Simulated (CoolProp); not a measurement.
Vapour-liquid equilibrium of n-heptane (1) + p-xylene (2) at 0.177 MPa; x and y are mole fractions of (1).

Model: multi-fluid Helmholtz-energy mixture model, Span 2003 and Zhou 2012; pair parameters Bell 2016, in CoolProp.

Q: Give the bubble temperature and the first vapour's composition at x = 0.2, 0.65, 0.95. Is there an azeotrope?

A: x = 0.2: 146.0 °C, y = 0.420; x = 0.65: 127.7 °C, y = 0.824; x = 0.95: 119.8 °C, y = 0.978. No azeotrope shows between x = 0.05 and 0.95.

The pair parameters rest on a limited set of measurements; away from them the model extrapolates.
